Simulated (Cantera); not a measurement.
A closed system holds: 1 mol C₂H₆, 0.24 mol O₂, at 2600 K and 1000 Pa.

Method: chemical equilibrium by Gibbs-energy minimisation in Cantera with the NASA 1993 tables (ideal gas, pure condensed phases). Candidate condensed phases: C, C₆H₆, C₇H₈, C₈H₁₈, H₂O; 110 gas species. Kinetics and transport are ignored.

Base state: H₂ 0.580, H 0.292, CO 0.118, C₂H₂ (acetylene) 0.00940, C₂H 0.000417, C₃ 0.000221, C₄H₂ 6.32e-5, C 6.24e-5 (mole fractions); condensed: C(graphite).

Question: What changes in the equilibrium state with this change: temperature from 2600 K to 648.15 K?

Answer: 
```
species             before    after
----------------  --------  -------
H₂                   0.580    0.707
CH₄                4.32e-7    0.136
H₂O                1.31e-8    0.131
H                    0.292    <1e-9
CO₂                  <1e-9   0.0199
CO                   0.118  0.00676
C₂H₂ (acetylene)   0.00940    <1e-9
C₂H               0.000417    <1e-9
C₃                0.000221    <1e-9
C(graphite), mol      1.44     1.56
```
